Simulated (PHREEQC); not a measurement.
Dissolve 0.0042 mol/kgw HNO3, 0.16 mol/kgw AlCl3 and 3.4e-05 mol/kgw KCl at 35 °C. Closed to the air; pH follows from the charge balance.

All values are PHREEQC results (ion-association model, wateq4f.dat), not measurements.

This is a speciation only: nothing precipitates in the calculation.

**Question.** Predict the pH, activity of water.

**Answer.** pH 2.47; activity of water 0.989.

The ionic strength is past about 0.7 mol/kgw, beyond the range of this activity model, so the values are rough. Complexes and solids missing from the database can't appear.
